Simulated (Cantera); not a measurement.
Input: 1 mol BN, a varied amount of HF, 16 mol N₂, equilibrated at 1225 K and 0.840 bar.

Method: chemical equilibrium by Gibbs-energy minimisation in Cantera with the NASA 1993 tables (ideal gas, pure condensed phases). Candidate condensed phases: B, BN; 31 gas species. Equilibrium is a limit: real reactors are often held back by kinetics, nucleation or transport.

Task: At 9.3 mol HF, list the 4 most abundant gas species with their mole fractions, and the condensed phases.

Result: N₂ 0.652, HF 0.249, H₂ 0.0593, BF₃ 0.0395. Condensed: gas only.
